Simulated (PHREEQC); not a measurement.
## Phosphoric acid bath: speciation

Consider water at 20 °C with 0.014 mol H3PO4 and 3.1e-05 mol H4SiO4 per kg of water. Closed to the air; pH follows from the charge balance.

The numbers come from PHREEQC with the ion-association model, phreeqc.dat.

This is a speciation only: nothing precipitates in the calculation.

Question: Estimate the pH.

Answer: pH 2.16.

Question: In which forms is P present?

Answer: H2PO4- 53 %, H3PO4 47 % of the P.

Species that the database lacks are ignored.
